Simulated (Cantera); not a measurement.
What does this Cantera script print?

```python
import numpy as np
import cantera as ct

surf = ct.Interface("ptcombust.yaml", "Pt_surf")
gas = surf.adjacent["gas"]
gas.TPX = 300, 18000, {'H2': 0.018, 'O2': 0.19, 'N2': 0.79}
jet = ct.ImpingingJet(gas=gas, width=0.035, surface=surf)
jet.inlet.mdot, jet.inlet.T, jet.inlet.X = 0.072, 300, {'H2': 0.018, 'O2': 0.19, 'N2': 0.79}
jet.set_refine_criteria(ratio=10, slope=0.2, curve=0.3)
show, cover = ['H2', 'O2', 'H2O', 'OH'], ["PT(S)", "H(S)", "O(S)", "OH(S)", "CO(S)", "C(S)"]

rows = []
print(f"{'Ts/K':>7s}" + "".join(f"{s:>11s}" for s in show + cover) + "   (gas at the wall, coverages)")
for i, Ts in enumerate([600, 650, 700, 750, 800, 850, 900]):
    jet.surface.T = Ts
    if i == 0:
        surf.TP = Ts, 18000
        surf.coverages = "PT(S):0.5, O(S):0.5"
        surf.advance_coverages(1.0)
        jet.set_initial_guess(products="inlet")
    jet.solve(loglevel=0, auto=(i == 0))
    rows.append([*(jet.X[gas.species_index(s), -1] for s in show), *surf[cover].coverages])
    print(f"{Ts:7g}" + "".join(f"{x:11.3e}" for x in rows[-1]))
```

It prints:

```
   Ts/K         H2         O2        H2O         OH      PT(S)       H(S)       O(S)      OH(S)      CO(S)       C(S)   (gas at the wall, coverages)
    600  2.523e-03  1.739e-01  3.006e-02  1.026e-12  2.387e-02  7.835e-10  9.712e-01  4.902e-03 -5.661e-22 -2.849e-31
    650  2.490e-03  1.739e-01  2.989e-02  1.314e-11  2.532e-02  1.015e-09  9.714e-01  3.303e-03  2.128e-18  2.827e-33
    700  2.309e-03  1.738e-01  3.004e-02  1.136e-10  2.878e-02  1.616e-09  9.688e-01  2.437e-03  2.135e-20  1.754e-27
    750  1.801e-03  1.734e-01  3.082e-02  6.850e-10  3.962e-02  3.615e-09  9.583e-01  2.082e-03  1.169e-19  2.104e-28
    800  1.213e-03  1.728e-01  3.177e-02  3.019e-09  6.333e-02  1.056e-08  9.347e-01  1.981e-03  5.033e-20  3.697e-28
    850  8.068e-04  1.724e-01  3.238e-02  1.076e-08  1.002e-01  3.042e-08  8.979e-01  1.912e-03  2.094e-19  7.756e-28
    900  5.741e-04  1.723e-01  3.269e-02  3.286e-08  1.476e-01  7.687e-08  8.506e-01  1.809e-03  2.749e-20  1.987e-27
```

Cantera simulation using Deutschmann's 1995 Pt surface mechanism with GRI-Mech 3.0 gas chemistry; the numbers are that mechanism's predictions, not measurements. Catalytic surfaces can have several steady states; this one follows from the mechanism file's or the stated starting coverage.
